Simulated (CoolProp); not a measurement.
Vapour-liquid equilibrium of propane (1) + n-butane (2) at 4.78 bar; x and y are mole fractions of (1).

The numbers come from the multi-fluid Helmholtz-energy mixture model, Lemmon 2009 and Bücker 2006; pair parameters Kunz 2012 in CoolProp.

```
x     bubble temperature (K)  y at the bubble point  dew temperature at overall composition x (K)  liquid density (mol/L)
----  ----------------------  ---------------------  --------------------------------------------  ----------------------
0.05                   317.9                  0.132                                         320.3                   9.504
0.15                   310.7                  0.348                                         317.3                   9.783
0.25                   304.2                  0.513                                         314.1                   10.05
0.35                   298.5                  0.639                                         310.6                   10.32
0.45                   293.4                  0.735                                         306.8                   10.58
0.55                     ___                  0.811                                         302.6                   10.84
0.65                   284.8                    ___                                         297.9                   11.09
0.75                   281.2                  0.917                                         292.6                   11.34
0.85                     ___                  0.955                                         286.2                   11.60
0.95                   274.8                    ___                                         278.3                   11.85
```

**Question.** Some entries are withheld; supply them.

**Answer.** 
- 0.55, bubble temperature (K): 288.9
- 0.65, y at the bubble point: 0.870
- 0.85, bubble temperature (K): 277.8
- 0.95, y at the bubble point: 0.986

No azeotrope shows between x = 0.05 and 0.95.

The pair parameters rest on a limited set of measurements; away from them the model extrapolates.
